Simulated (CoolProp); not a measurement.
Computed with CoolProp (reference Helmholtz-energy equation of state, de Reuck 1990).

**Question.** For fluorine, give the phase and the cp (kJ/(kg K)), cv (kJ/(kg K)), speed of sound (m/s) at 122.2 K and 7.14 bar; 122.2 K and 21.4 bar.

**Answer.** 
- 122.2 K and 7.14 bar: gas; cp 0.897, cv 0.590, speed of sound 185
- 122.2 K and 21.4 bar: liquid; cp 1.90, cv 0.730, speed of sound 488
